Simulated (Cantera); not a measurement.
Input: 1 mol borazine, 0.77 mol O₂, held at 1175 °C and 29000 Pa.

Equilibrium computed with Cantera from the NASA thermochemical tables; the gas is ideal and each condensed phase is pure. Candidate condensed phases: B, BN, B₂O₃, B₃O₃H₃, H₂O; 39 gas species. The feed counts by its element totals alone. Mutual solubility and eutectic melting of coexisting phases are not modelled. Gases not in the tables: H₃BO₃. Equilibrium is a limit: real reactors are often held back by kinetics, nucleation or transport.

**Question.** What is the equilibrium state?

**Answer.** x(H₂): 0.851
x(N₂): 0.145
x(H₂O): 0.00236
x(HBO₂): 0.00136
x(HBO): 0.000192
x(B₂O₃): 2.49e-5
x(H): 1.58e-5
x(NH₃): 6.31e-6
n(BN(s)): 1.98 mol
n(B₂O₃(l)): 0.507 mol
gas amount: 3.513 mol
log10 activity of B(s) (absent): -3.76
log10 activity of B₃O₃H₃(s) (absent): -10.78
